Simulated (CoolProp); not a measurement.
Carbonyl sulfide along the isobar 41 bar: density (kg/m³) from the reference equation and from simpler models built on Tc = 105.6 °C, pc = 63.69 bar, ω = 0.098; each cubic takes its own stable root.

Model: reference Helmholtz-energy equation of state, Lemmon 2006, in CoolProp. It is a short technical equation, of lower accuracy than the large ones.

```tsv
T (°C)	phase	reference
16.85	liquid	1024
23.25	liquid	1007
29.55	liquid	988.5
35.85	liquid	969.5
42.15	liquid	949.5
48.45	liquid	928.1
54.75	liquid	905.2
61.05	liquid	880.2
67.35	liquid	852.4
73.65	liquid	820.7
86.35	gas	127.0
92.65	gas	118.9
98.95	gas	112.5
105.25	gas	107.3
111.55	gas	102.8
```

Q: How far does each simpler model (van der Waals, Redlich-Kwong, Peng-Robinson) lie from the reference over these 15 states: mean and median of the absolute difference, and the worst?

A: 
- van der Waals: mean 32.0 %, median 35.1 %, worst -84.4 % at 73.65 °C and 41 bar
- Redlich-Kwong: mean 7.3 %, median 8.5 %, worst -14.7 % at 73.65 °C and 41 bar
- Peng-Robinson: mean 3.0 %, median 2.7 %, worst +5.8 % at 16.85 °C and 41 bar

At some of these states van der Waals gives the other phase, because its saturation line lies elsewhere.
